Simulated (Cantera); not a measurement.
A perfectly stirred reactor is fed with C3H8 : H2 = 1 : 14 (molar parts), at 173 Torr; it is held at 1675 K, and followed from long to short residence time.

Cantera simulation using GRI-Mech 3.0 (53 species, 325 reactions); the numbers are that mechanism's predictions, not measurements. GRI-Mech 3.0 was tuned for natural gas; its chemistry of propane as a main component is partial and can be far from experiment. GRI-Mech 3.0 stops at C3 and has no aromatics, soot or wall deposition, so with more carbon than oxygen in the feed, carbon stays in small species such as C2H2 where larger ones or solid carbon would form.

**Question.** What does this change do: temperature 1675 to 1125 K?

**Answer.** 
| quantity | before | after |
|---|---|---|
| x(C3H8) at τ = 11.0 s | 2.38e-7 | 0.000431 |
| x(H2) at τ = 11.0 s | 0.909 | 0.855 |
| x(C2H4) at τ = 11.0 s | 0.000963 | 0.0381 |
| x(H) at τ = 11.0 s | 0.000237 | 1.49e-6 |
| x(CH4) at τ = 11.0 s | 0.0120 | 0.0998 |
| x(C3H8) at τ = 39.0 ms | 5.02e-5 | 0.0241 |
| x(H2) at τ = 39.0 ms | 0.888 | 0.896 |
| x(C2H4) at τ = 39.0 ms | 0.00200 | 0.0381 |
| x(H) at τ = 39.0 ms | 0.000434 | 4.81e-6 |
| x(CH4) at τ = 39.0 ms | 0.0471 | 0.0405 |
